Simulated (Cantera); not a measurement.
NO annealing gas

An isothermal, constant-pressure homogeneous reactor starts with 88.5 % NO, 11.5 % N₂, at 1850 K and 180000 Pa.

Computed with Cantera and GRI-Mech 3.0 (53 species, 325 reactions).

| t (s) | x NO | x N₂ | x O | x N₂O | x NO₂ | x O₂ |
|---|---|---|---|---|---|---|
| 2.00e-5 | 0.885 | 0.115 | 1.79e-6 | 9.95e-6 | 8.43e-6 | 3.73e-8 |
| 4.85e-5 | 0.885 | 0.115 | 2.21e-6 | 2.36e-5 | 2.30e-5 | 1.45e-7 |
| 0.000118 | 0.885 | 0.115 | 3.23e-6 | 5.46e-5 | 5.98e-5 | 7.46e-7 |
| 0.000285 | 0.885 | 0.115 | 5.73e-6 | 0.000118 | 0.000154 | 5.68e-6 |
| 0.000691 | 0.884 | 0.115 | 1.09e-5 | 0.000222 | 0.000362 | 5.54e-5 |
| 0.00168 | 0.883 | 0.116 | 1.59e-5 | 0.000320 | 0.000577 | 0.000404 |
| 0.00406 | 0.881 | 0.117 | 1.75e-5 | 0.000348 | 0.000643 | 0.00159 |
| 0.00985 | 0.875 | 0.120 | 1.92e-5 | 0.000344 | 0.000708 | 0.00452 |
| 0.0239 | 0.860 | 0.127 | 2.27e-5 | 0.000332 | 0.000835 | 0.0115 |
| 0.0579 | 0.828 | 0.143 | 2.92e-5 | 0.000305 | 0.00105 | 0.0278 |
| 0.140 | 0.756 | 0.179 | 3.98e-5 | 0.000252 | 0.00133 | 0.0632 |
| 0.340 | 0.621 | 0.246 | 5.44e-5 | 0.000167 | 0.00152 | 0.131 |
| 0.825 | 0.423 | 0.346 | 7.05e-5 | 7.65e-5 | 0.00135 | 0.230 |
| 2.00 | 0.221 | 0.447 | 8.38e-5 | 2.08e-5 | 0.000844 | 0.331 |
x: mole fraction; the columns are a selection and need not sum to one.

Equilibrium at this temperature and pressure: NO 0.00597, N₂ 0.555, O 9.58e-5, N₂O 3.84e-7, NO₂ 2.62e-5, O₂ 0.439 (gas phase only).
